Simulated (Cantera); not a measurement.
Ignition delay

Mixture: 19.2 % CH3OH, 17.0 % O2, 63.8 % N2, at 9.87 atm, adiabatic and at constant pressure. Ignition delay is the time to a rise of 400 K.

Detailed kinetics in Cantera: GRI-Mech 3.0 (53 species, 325 reactions). GRI-Mech 3.0 was tuned for natural gas; its chemistry of methanol as a main component is partial and can be far from experiment.

```csv
T0 (K),delay (ms)
1225,0.872
1300,0.280
1375,0.104
1450,0.0435
1525,0.0204
1600,0.0105
1675,0.00589
1750,0.00352
1825,0.00222
1900,0.00146
```

```
Quantity                                                Result
--------------------------------------------------  ----------
apparent activation energy between 1750 and 1900 K  160 kJ/mol
```
